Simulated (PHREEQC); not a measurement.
Dissolve 0.0073 mol/kgw HCl and 0.012 mol/kgw NiSO4 at 55 °C. Closed to the air; pH follows from the charge balance.

Model: ion-association model, wateq4f.dat, run in PHREEQC.

No solid was allowed to form.

**Question.** What pH does the model give?

**Answer.** pH 2.41.

**Question.** In which forms is Cl present?

**Answer.** Cl- 99 %, NiCl+ 1.0 % of the Cl.

Complexes and solids missing from the database can't appear. Constants without temperature data keep their 25 °C values here.
